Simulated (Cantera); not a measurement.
Low-pressure radical oxidation in H2/O2

An isothermal, constant-pressure homogeneous reactor starts with H2 : O2 = 0.12 : 1 (molar parts), equivalence ratio 0.060, at 975 K and 10.00 Torr.

Detailed kinetics in Cantera: GRI-Mech 3.0 (53 species, 325 reactions). Radical loss at walls, strong at low pressure, is not modelled. The temperature is held fixed by assumption; the heat of reaction is taken as removed at once.

```json
[
 {"t (s)": "2.00e-5", "x H2": "0.107", "x O2": "0.893", "x H": "8.75e-12", "x OH": "<1e-12", "x H2O": "<1e-12", "x HO2": "9.21e-12"},
 {"t (s)": "5.52e-5", "x H2": "0.107", "x O2": "0.893", "x H": "2.30e-11", "x OH": "2.81e-12", "x H2O": "1.20e-12", "x HO2": "2.55e-11"},
 {"t (s)": "0.000153", "x H2": "0.107", "x O2": "0.893", "x H": "6.35e-11", "x OH": "1.43e-11", "x H2O": "1.79e-11", "x HO2": "7.07e-11"},
 {"t (s)": "0.000421", "x H2": "0.107", "x O2": "0.893", "x H": "2.65e-10", "x OH": "8.15e-11", "x H2O": "2.58e-10", "x HO2": "1.99e-10"},
 {"t (s)": "0.00116", "x H2": "0.107", "x O2": "0.893", "x H": "5.29e-9", "x OH": "1.78e-9", "x H2O": "9.24e-9", "x HO2": "6.77e-10"},
 {"t (s)": "0.00321", "x H2": "0.107", "x O2": "0.893", "x H": "1.42e-5", "x OH": "4.81e-6", "x H2O": "2.64e-5", "x HO2": "3.85e-7"},
 {"t (s)": "0.00887", "x H2": "0.00478", "x O2": "0.854", "x H": "0.0242", "x OH": "0.00301", "x H2O": "0.0911", "x HO2": "1.20e-5"},
 {"t (s)": "0.0245", "x H2": "0.000767", "x O2": "0.881", "x H": "0.00169", "x OH": "0.00104", "x H2O": "0.111", "x HO2": "9.52e-6"},
 {"t (s)": "0.0676", "x H2": "8.50e-5", "x O2": "0.886", "x H": "5.17e-5", "x OH": "0.000293", "x H2O": "0.113", "x HO2": "3.83e-6"},
 {"t (s)": "0.187", "x H2": "9.70e-6", "x O2": "0.887", "x H": "2.10e-6", "x OH": "0.000101", "x H2O": "0.113", "x HO2": "9.71e-7"},
 {"t (s)": "0.516", "x H2": "1.26e-6", "x O2": "0.887", "x H": "1.35e-7", "x OH": "4.07e-5", "x H2O": "0.113", "x HO2": "2.14e-7"},
 {"t (s)": "1.42", "x H2": "2.10e-7", "x O2": "0.887", "x H": "1.34e-8", "x OH": "1.89e-5", "x H2O": "0.113", "x HO2": "5.24e-8"},
 {"t (s)": "3.93", "x H2": "4.69e-8", "x O2": "0.887", "x H": "1.81e-9", "x OH": "9.66e-6", "x H2O": "0.113", "x HO2": "1.48e-8"},
 {"t (s)": "10.9", "x H2": "1.28e-8", "x O2": "0.887", "x H": "2.93e-10", "x OH": "5.26e-6", "x H2O": "0.113", "x HO2": "4.64e-9"},
 {"t (s)": "30.0", "x H2": "3.92e-9", "x O2": "0.887", "x H": "5.31e-11", "x OH": "2.98e-6", "x H2O": "0.113", "x HO2": "1.59e-9"}
]
```
x: mole fraction; the columns are a selection and need not sum to one.

Equilibrium at this temperature and pressure: H2 4.27e-11, O2 0.887, H <1e-12, OH 3.14e-7, H2O 0.113, HO2 6.58e-10 (gas phase only).
